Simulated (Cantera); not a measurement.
A closed system holds: 1 mol SiHCl₃, a varied amount of C₂H₄, 8.1 mol H₂, 0.047 mol HCl, equilibrated at 952 °C and 330 Pa.

These are equilibrium values from Cantera (NASA tables, ideal gas, pure condensed phases), not measurements of a reactor. Candidate condensed phases: C, C₆H₆, C₇H₈, C₈H₁₈, Si, SiC; 109 gas species. Mutual solubility and eutectic melting of coexisting phases are not modelled. Rates play no part.

Task: What share of the Si ends up in condensed phases as a function of n(C₂H₄) (mol), at 0.067, 0.1, 0.14, 0.17, 0.2, 0.24, 0.27, 0.31, 0.34, 0.37, 0.41?

Result: 
```json
[
 {"n(C₂H₄) (mol)": "0.067", "Si condensed (%)": "28.6", "as": "Si(s) + SiC(s)"},
 {"n(C₂H₄) (mol)": "0.1", "Si condensed (%)": "28.7", "as": "Si(s) + SiC(s)"},
 {"n(C₂H₄) (mol)": "0.14", "Si condensed (%)": "28.9", "as": "Si(s) + SiC(s)"},
 {"n(C₂H₄) (mol)": "0.17", "Si condensed (%)": "34.0", "as": "SiC(s)"},
 {"n(C₂H₄) (mol)": "0.2", "Si condensed (%)": "40.0", "as": "SiC(s)"},
 {"n(C₂H₄) (mol)": "0.24", "Si condensed (%)": "48.0", "as": "SiC(s)"},
 {"n(C₂H₄) (mol)": "0.27", "Si condensed (%)": "54.0", "as": "SiC(s)"},
 {"n(C₂H₄) (mol)": "0.31", "Si condensed (%)": "62.0", "as": "SiC(s)"},
 {"n(C₂H₄) (mol)": "0.34", "Si condensed (%)": "68.0", "as": "SiC(s)"},
 {"n(C₂H₄) (mol)": "0.37", "Si condensed (%)": "74.0", "as": "SiC(s)"},
 {"n(C₂H₄) (mol)": "0.41", "Si condensed (%)": "82.0", "as": "SiC(s)"}
]
```
